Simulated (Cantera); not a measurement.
An adiabatic, constant-pressure homogeneous reactor starts with C3H8 : O2 : N2 = 1 : 3.57 : 13.4 (molar parts), equivalence ratio 1.4, at 1523 K and 2800000 Pa. Integrator tolerance rtol = 1e-08.

Detailed kinetics in Cantera: GRI-Mech 3.0 (53 species, 325 reactions). GRI-Mech 3.0 was tuned for natural gas; its chemistry of propane as a main component is partial and can be far from experiment. The pressure lies above the range GRI-Mech 3.0 was tuned for (to about 10 atm).

Task: What does this change do: constant volume in place of constant pressure?

Result: 
| quantity | before | after |
|---|---|---|
| time of steepest temperature rise | 9.04 µs | 7.93 µs |
| temperature at 10.0 s | 2976 K | 3279 K |
| equilibrium temperature | 2976 K | 3279 K |
| x(C3H8) at 10.0 s | <1e-12 (gas-phase equilibrium <1e-12) | <1e-12 (gas-phase equilibrium <1e-12) |
| x(O2) at 10.0 s | 0.000692 (gas-phase equilibrium 0.000692) | 0.00157 (gas-phase equilibrium 0.00157) |
| x(HO2) at 10.0 s | 1.54e-6 (gas-phase equilibrium 1.54e-6) | 5.82e-6 (gas-phase equilibrium 5.82e-6) |
| x(CH3) at 10.0 s | 5.91e-11 (gas-phase equilibrium 6.77e-11) | 2.76e-10 (gas-phase equilibrium 3.18e-10) |
| x(C2H) at 10.0 s | <1e-12 (gas-phase equilibrium <1e-12) | <1e-12 (gas-phase equilibrium <1e-12) |
Above 3000 K some thermodynamic fits are extrapolated.

Task: What does this change do: initial temperature 1523 to 1800 K?

Result: 
```tsv
quantity	before	after
time of steepest temperature rise	9.04 µs	1.16 µs
temperature at 10.0 s	2976 K	3144 K
equilibrium temperature	2976 K	3144 K
x(C3H8) at 10.0 s	<1e-12 (gas-phase equilibrium <1e-12)	<1e-12 (gas-phase equilibrium <1e-12)
x(O2) at 10.0 s	0.000692 (gas-phase equilibrium 0.000692)	0.00173 (gas-phase equilibrium 0.00173)
x(HO2) at 10.0 s	1.54e-6 (gas-phase equilibrium 1.54e-6)	4.01e-6 (gas-phase equilibrium 4.01e-6)
x(CH3) at 10.0 s	5.91e-11 (gas-phase equilibrium 6.77e-11)	6.95e-11 (gas-phase equilibrium 8.09e-11)
x(C2H) at 10.0 s	<1e-12 (gas-phase equilibrium <1e-12)	<1e-12 (gas-phase equilibrium <1e-12)
```
Above 3000 K some thermodynamic fits are extrapolated.
